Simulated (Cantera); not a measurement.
A Cantera script and its output.

```python
import numpy as np
import cantera as ct

gas = ct.Solution("gri30.yaml")


def delay(T, t_max=10):
    gas.TPX = T, 1000000, {'CO': 1, 'H2': 0.034, 'CH4': 0.29, 'O2': 1.66, 'N2': 7.98}
    reactor = ct.IdealGasConstPressureReactor(gas, clone=False)
    net = ct.ReactorNet([reactor])
    net.rtol, net.atol = 1e-8, 1e-16
    while net.time < t_max:
        t_old, T_old = net.time, reactor.T
        net.step()
        if reactor.T > T + 400:  # ignition: a rise of 400 K
            return t_old + (T + 400 - T_old) / (reactor.T - T_old) * (net.time - t_old)
    return np.nan


taus = []
for T in [948, 1023, 1098, 1173, 1248, 1323, 1398, 1473, 1548]:
    taus.append(delay(T))
    print(f"T0 = {T:6g} K   tau = {taus[-1]:.4e} s")
```

It prints:

```
T0 =    948 K   tau = 1.1144e-01 s
T0 =   1023 K   tau = 2.2961e-02 s
T0 =   1098 K   tau = 6.0068e-03 s
T0 =   1173 K   tau = 2.0638e-03 s
T0 =   1248 K   tau = 8.5690e-04 s
T0 =   1323 K   tau = 3.9537e-04 s
T0 =   1398 K   tau = 1.9600e-04 s
T0 =   1473 K   tau = 1.0361e-04 s
T0 =   1548 K   tau = 5.8290e-05 s
```

Computed with Cantera and GRI-Mech 3.0 (53 species, 325 reactions). Below about 1000 K GRI-Mech 3.0 lacks low-temperature oxidation paths. Below about 950 K walls govern HO2 and H2O2 in real vessels.
